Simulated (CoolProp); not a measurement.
Sulfur dioxide along the isotherm 450.2 K: fugacity coefficient from the reference equation and from simpler models built on Tc = 430.6 K, pc = 78.87 bar, ω = 0.256; each cubic takes its own stable root.

The numbers come from the reference Helmholtz-energy equation of state, Gao 2016 in CoolProp.

| p (bar) | phase | reference |
|---|---|---|
| 0.623 | gas | 0.9977 |
| 1.05 | gas | 0.9960 |
| 1.78 | gas | 0.9933 |
| 3 | gas | 0.9887 |
| 5.06 | gas | 0.9810 |
| 8.53 | gas | 0.9681 |
| 14.4 | gas | 0.9463 |
| 24.3 | gas | 0.9100 |
| 41 | gas | 0.8495 |
| 69.2 | gas | 0.7489 |
| 117 | supercritical | 0.5729 |
| 197 | supercritical | 0.4025 |

How far does each simpler model (van der Waals, Redlich-Kwong, Soave-Redlich-Kwong, Peng-Robinson) lie from the reference over these 12 states: mean and median of the absolute difference, and the worst?


- van der Waals: mean 1.5 %, median 0.4 %, worst +8.7 % at 450.2 K and 197 bar
- Redlich-Kwong: mean 0.3 %, median 0.0 %, worst +2.7 % at 450.2 K and 197 bar
- Soave-Redlich-Kwong: mean 0.8 %, median 0.1 %, worst +5.9 % at 450.2 K and 197 bar
- Peng-Robinson: mean 0.7 %, median 0.4 %, worst -2.3 % at 450.2 K and 69.2 bar
